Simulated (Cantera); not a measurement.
What does this Cantera script print?

```python
import numpy as np
import cantera as ct

gas_names = [...]  # 131 gases of nasa_gas.yaml made of C, H, O
cond_names = """
    C(gr) C6H6(L) C7H8(L) C8H18(L),n-octa H2O(s) H2O(L)
""".split()


# ... load() reads the species with a 1 bar reference pressure and builds the phases ...
atoms = {
    'C2H6': {'C': 2, 'H': 6},
    'CO2': {'C': 1, 'O': 2},
    'O2': {'O': 2},
}
top_T = {'C(gr)': 4500}  # K; cautious upper limits of use, not melting points


# ... equilibrate(T, P, feed) seeds the gas with the atoms and calls Mixture.equilibrate('TP', solver="vcs", rtol=1e-11, max_steps=5000) ...
results = []
feed = {'C2H6': 1, 'CO2': 0.044, 'O2': 0.12}  # mol
P = 31  # Pa
for T in [2500, 2750, 3000, 3250, 3500, 3750, 4000, 4250, 4500, 4750, 5000]:
    mix = equilibrate(T, P, feed)
    results.append((T, P, feed, dict(zip(mix.species_names, mix.species_moles))))

top = {s: max(r[3][s] / sum(r[3][g] for g in gas_names) for r in results) for s in gas_names}
cols = sorted((s for s in top if top[s] > 0.0001), key=lambda s: -top[s])[:8]
seen = [c for c in cond_names if any(r[3].get(c, 0) > 1e-12 for r in results)]
print("log10 of partial pressures in bar; condensed amounts in mol")
print(f"{'T/K':>10s}" + "".join(f"{s[:9]:>10s}" for s in cols + seen))
for T, P, feed, n in results:
    ng = sum(n[g] for g in gas_names)
    print(f"{T:10.4g}" + "".join(f"{np.log10(max(n[s] / ng * P / 1e5, 1e-99)):10.3f}" for s in cols)
          + "".join(f"{n.get(c, 0):10.4g}" for c in seen))
```

Result:

```
log10 of partial pressures in bar; condensed amounts in mol
       T/K         H        H2         C        CO        C3         O        C2       C2H     C(gr)
      2500    -3.667    -4.135    -6.779    -4.702    -6.304   -13.381    -7.339    -6.777     1.655
      2750    -3.591    -4.852    -5.423    -4.805    -4.773   -12.762    -5.787    -6.077    0.4394
      3000    -3.594    -5.586    -4.731    -4.847    -4.812   -11.762    -5.370    -6.436         0
      3250    -3.620    -6.253    -4.321    -4.880    -5.378   -10.735    -5.371    -7.116         0
      3500    -3.634    -6.809    -4.202    -4.895    -6.558    -9.609    -5.834    -8.153         0
      3750    -3.636    -7.273    -4.184    -4.898    -7.841    -8.535    -6.409    -9.214         0
      4000    -3.636    -7.677    -4.181    -4.899    -8.999    -7.582    -6.935   -10.166         0
      4250    -3.636    -8.033    -4.179    -4.905   -10.027    -6.742    -7.403   -11.009         0
      4500    -3.637    -8.352    -4.176    -4.934   -10.933    -6.021    -7.815   -11.754         0
      4750    -3.641    -8.643    -4.164    -5.042   -11.719    -5.466    -8.166   -12.408         0
      5000    -3.647    -8.911    -4.147    -5.303   -12.406    -5.134    -8.470   -12.986         0
```

These are equilibrium values from Cantera (NASA tables, ideal gas, pure condensed phases), not measurements of a reactor.
